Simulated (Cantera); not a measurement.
Ignition delay

Mixture: CH4 : O2 : N2 = 1 : 1.54 : 5.78 (molar parts), equivalence ratio 1.3, at 1.00 bar, adiabatic and at constant volume. Ignition delay is the time to a rise of 400 K.

Detailed kinetics in Cantera: GRI-Mech 3.0 (53 species, 325 reactions).

| T0 (K) | delay (ms) |
|---|---|
| 1050 | 521 |
| 1125 | 154 |
| 1200 | 50.0 |
| 1275 | 17.7 |
| 1350 | 6.73 |
| 1425 | 2.76 |

```
Quantity                                                 Value
--------------------------------------------------  ----------
apparent activation energy between 1275 and 1425 K  190 kJ/mol
```
